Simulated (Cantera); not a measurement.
A perfectly stirred reactor is fed with CO : O2 : H2O : N2 = 0.0059 : 0.013 : 0.0065 : 1 (molar parts), at 3.70 bar; it is held at 1075 K, and followed from long to short residence time.

Detailed kinetics in Cantera: GRI-Mech 3.0 (53 species, 325 reactions).

Question: What does this change do: 0.011 parts H2 added?

Answer: 
```csv
quantity,before,after
x(CO) at τ = 23.0 s,0.000239,0.000160
x(O2) at τ = 23.0 s,0.00995,0.00453
x(H2O) at τ = 23.0 s,0.00636,0.0170
x(OH) at τ = 23.0 s,9.33e-8,1.40e-7
x(H2O2) at τ = 23.0 s,1.89e-8,6.25e-8
x(CO) at τ = 57.0 ms,0.00508,0.00350
x(O2) at τ = 57.0 ms,0.0123,0.00724
x(H2O) at τ = 57.0 ms,0.00633,0.0148
x(OH) at τ = 57.0 ms,1.90e-7,9.95e-7
x(H2O2) at τ = 57.0 ms,5.08e-7,4.13e-6
```
The hydrogen kinetics of GRI-Mech 3.0 are dated; newer H2 mechanisms differ, most at raised pressure.

Question: What does this change do: H2O 0.0065 to 0.03 parts?

Answer: 
```
quantity                  before     after
----------------------  --------  --------
x(CO) at τ = 23.0 s     0.000239  0.000225
x(O2) at τ = 23.0 s      0.00995   0.00972
x(H2O) at τ = 23.0 s     0.00636    0.0287
x(OH) at τ = 23.0 s      9.33e-8   9.73e-8
x(H2O2) at τ = 23.0 s    1.89e-8   2.09e-8
x(CO) at τ = 57.0 ms     0.00508   0.00453
x(O2) at τ = 57.0 ms      0.0123    0.0119
x(H2O) at τ = 57.0 ms    0.00633    0.0286
x(OH) at τ = 57.0 ms     1.90e-7   3.67e-7
x(H2O2) at τ = 57.0 ms   5.08e-7   1.07e-6
```
